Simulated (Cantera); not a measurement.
## Thermodynamics of thermal oxidation and active oxidation of silicon, feed Si + CO2 + H2

Feed: 1 mol Si, 0.23 mol CO2, 58 mol H2, held at 1425 K and 0.00530 bar.

Method: chemical equilibrium by Gibbs-energy minimisation in Cantera with the NASA 1993 tables (ideal gas, pure condensed phases). Candidate condensed phases: C, C6H6, C7H8, C8H18, H2O, Si, SiC, SiO2; 123 gas species. Mutual solubility and eutectic melting of coexisting phases are not modelled. Kinetics and transport are ignored.

The x(H2) is 0.992, the x(SiO) comes out as 0.00771 and the x(CO) comes out as 0.000157. The x(H) comes out as 9.33e-5, the n(Si(s)) is 0.328 mol and the n(SiC(s)) is 0.221 mol. The gas amount comes out as 58.46 mol and the log10 activity of C(graphite) (absent) comes out as -2.27.
